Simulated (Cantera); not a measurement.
A closed system holds: 1 mol CuO, 0.9 mol CH₄, 2.4 mol H₂, 18 mol CO, at 13.3 mbar.

Cantera equilibrium calculation (NASA polynomials, part measured and part estimated; ideal gas, pure solids and liquids). Candidate condensed phases: C, C₆H₆, C₇H₈, C₈H₁₈, Cu, CuO, Cu(OH)₂, Cu₂O, H₂O; 113 gas species. Equilibrium is a limit: real reactors are often held back by kinetics, nucleation or transport.

Which condensed phases are stable at each of these points (T (K)): 1350, 1450, 1550, 1650, 1750, 1850, 1950, 2050, 2150, 2250?


```csv
T (K),condensed phases,Cu condensed (%)
1350,Cu(s),99.9
1450,Cu(l),99.4
1550,Cu(l),96.8
1650,Cu(l),85.8
1750,Cu(l),46.9
1850,gas only,0.0
1950,gas only,0.0
2050,gas only,0.0
2150,gas only,0.0
2250,gas only,0.0
```

At 1350 K the condensed part is Cu(s). From 1450 K to 1750 K the condensed part is Cu(l). From 1850 K to 2250 K nothing is condensed.
